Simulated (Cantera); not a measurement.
Input (Python, Cantera):

```python
import numpy as np
import cantera as ct

gas = ct.Solution("gri30.yaml", transport_model="multicomponent")
show = ['NO', 'CH4', 'O']

rows = []
print(f"{'T/K':>7s}{'rho':>11s}{'cp':>10s}{'mu':>11s}{'lambda':>11s}{'Pr':>7s}" + "".join(f"{'D_' + s:>11s}" for s in show))
for T in [400, 550, 700, 850, 1000, 1150, 1300, 1450, 1600]:
    gas.TPX = T, 1333, {'C2H2': 0.089, 'NH3': 0.067}
    Pr = gas.cp_mass * gas.viscosity / gas.thermal_conductivity
    D = [gas.mix_diff_coeffs_mole[gas.species_index(s)] for s in show]
    rows.append([gas.density, gas.cp_mass, gas.viscosity, gas.thermal_conductivity, Pr, *D])
    print(f"{T:7g}{gas.density:11.4e}{gas.cp_mass:10.1f}{gas.viscosity:11.4e}"
          f"{gas.thermal_conductivity:11.4e}{Pr:7.3f}" + "".join(f"{d:11.4e}" for d in D))
print("SI units: kg/m3, J/kg/K, Pa s, W/m/K, m2/s")
```

It prints:

```
    T/K        rho        cp         mu     lambda     Pr       D_NO      D_CH4        D_O
    400 8.8857e-03    2042.4 1.3755e-05 3.9256e-02  0.716 2.3721e-03 2.5226e-03 3.7135e-03
    550 6.4624e-03    2300.5 1.8260e-05 5.8752e-02  0.715 4.1871e-03 4.5023e-03 6.5136e-03
    700 5.0776e-03    2506.1 2.2358e-05 7.8424e-02  0.714 6.3745e-03 6.9005e-03 9.8796e-03
    850 4.1815e-03    2681.4 2.6126e-05 9.8070e-02  0.714 8.8983e-03 9.6746e-03 1.3759e-02
   1000 3.5543e-03    2842.7 2.9627e-05 1.1794e-01  0.714 1.1733e-02 1.2795e-02 1.8114e-02
   1150 3.0907e-03    2982.3 3.2908e-05 1.3745e-01  0.714 1.4860e-02 1.6238e-02 2.2917e-02
   1300 2.7341e-03    3104.4 3.6007e-05 1.5660e-01  0.714 1.8264e-02 1.9987e-02 2.8145e-02
   1450 2.4512e-03    3211.1 3.8951e-05 1.7529e-01  0.714 2.1933e-02 2.4029e-02 3.3780e-02
   1600 2.2214e-03    3303.9 4.1764e-05 1.9346e-01  0.713 2.5857e-02 2.8351e-02 3.9806e-02
SI units: kg/m3, J/kg/K, Pa s, W/m/K, m2/s
```

Detailed kinetics in Cantera: GRI-Mech 3.0 (53 species, 325 reactions). Polar gases are described roughly by these parameters. The composition is frozen, though it would react at the higher temperatures.
